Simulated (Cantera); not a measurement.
Mixture: 28.9 % H2, 14.9 % O2, 56.2 % N2, at 19500 Torr, adiabatic and at constant volume. Ignition delay is the time to a rise of 400 K.

Computed with Cantera and the H2/O2 subset of GRI-Mech 3.0, which has no nitrogen chemistry. The hydrogen kinetics of GRI-Mech 3.0 are dated; newer H2 mechanisms differ, most at raised pressure. The pressure lies above the range GRI-Mech 3.0 was tuned for (to about 10 atm).

Problem. At T0 = 1275 K, what is the delay, and which 6 reactions control it most (d ln τ / d ln k, from doubling and halving each rate constant)?

Solution. The delay is 29.0 µs.
```csv
reaction,d ln τ / d ln k,faster rate
H + O2 <=> O + OH,-1.79,shortens it
H + O2 + N2 <=> HO2 + N2,0.57,lengthens it
H + O2 + M <=> HO2 + M,0.48,lengthens it
H + H2O2 <=> H2 + HO2,-0.44,shortens it
2 OH (+M) <=> H2O2 (+M),-0.35,shortens it
H + HO2 <=> 2 OH,-0.16,shortens it
```
